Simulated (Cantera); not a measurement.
Feed: 1 mol Cu₂O, 3.7 mol CO, held at 2425 K and 0.550 bar.

Equilibrium computed with Cantera from the NASA thermochemical tables; the gas is ideal and each condensed phase is pure. Candidate condensed phases: C, Cu, CuO, Cu₂O; 15 gas species. The numbers say what is thermodynamically allowed, not how fast it happens.

Base state: CO 0.583, CO₂ 0.215, Cu 0.199, Cu₂ 0.00263, O 0.000163, O₂ 0.000148, CuO 0.000136 (mole fractions); condensed: Cu(l).

### Question
What changes in the equilibrium state with this change: temperature from 2425 K to 1223 K?

### Answer
```csv
species,before,after
CO,0.583,0.730
CO₂,0.215,0.270
Cu,0.199,4.17e-8
Cu₂,0.00263,<1e-9
O,0.000163,<1e-9
O₂,0.000148,<1e-9
CuO,0.000136,<1e-9
"Cu(l), mol",1.05,0
"Cu(s), mol",0,2.00
```

### Question
What changes in the equilibrium state with this change: temperature from 2425 K to 1675 K?

### Answer
```json
[
 {"species": "CO", "before": "0.583", "after": "0.730"},
 {"species": "CO₂", "before": "0.215", "after": "0.270"},
 {"species": "Cu", "before": "0.199", "after": "0.000208"},
 {"species": "O₂", "before": "0.000148", "after": "<1e-9"},
 {"species": "O", "before": "0.000163", "after": "1.18e-9"},
 {"species": "CuO", "before": "0.000136", "after": "<1e-9"},
 {"species": "Cu(l), mol", "before": "1.05", "after": "2.00"}
]
```

### Question
What changes in the equilibrium state with this change: CO from 3.7 to 0.89 mol?

### Answer
```
species       before    after
----------  --------  -------
CO₂            0.215    0.638
Cu             0.199    0.199
O₂          0.000148   0.0783
CO             0.583   0.0752
CuO         0.000136  0.00313
O           0.000163  0.00373
Cu₂          0.00263  0.00263
Cu(l), mol      1.05     1.74
```
